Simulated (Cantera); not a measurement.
An adiabatic, constant-pressure homogeneous reactor starts with CH4 : CO : O2 : N2 = 1 : 0.6 : 3.97 : 14.9 (molar parts), equivalence ratio 0.58, at 1550 K and 30.0 bar. Integrator tolerance rtol = 1e-08.

Model: GRI-Mech 3.0 (53 species, 325 reactions), integrated in Cantera. The pressure lies above the range GRI-Mech 3.0 was tuned for (to about 10 atm).

Problem. What does this change do: CH4 1 to 2.2 parts?

Solution. 
| quantity | before | after |
|---|---|---|
| time of steepest temperature rise | 40.9 µs | 53.3 µs |
| temperature at 0.600 s | 2652 K | 3011 K |
| equilibrium temperature | 2652 K | 3011 K |
| x(CH4) at 0.600 s | <1e-12 (gas-phase equilibrium <1e-12) | 2.01e-12 (gas-phase equilibrium 2.39e-12) |
| x(CO) at 0.600 s | 0.00399 (gas-phase equilibrium 0.00399) | 0.0620 (gas-phase equilibrium 0.0620) |
| x(O2) at 0.600 s | 0.0738 (gas-phase equilibrium 0.0738) | 0.00410 (gas-phase equilibrium 0.00410) |
| x(C2H2) at 0.600 s | <1e-12 (gas-phase equilibrium <1e-12) | <1e-12 (gas-phase equilibrium <1e-12) |
| x(CH2O) at 0.600 s | 3.64e-11 (gas-phase equilibrium 3.64e-11) | 1.67e-8 (gas-phase equilibrium 1.67e-8) |
| x(C2H4) at 0.600 s | <1e-12 (gas-phase equilibrium <1e-12) | <1e-12 (gas-phase equilibrium <1e-12) |
Above 3000 K some thermodynamic fits are extrapolated.
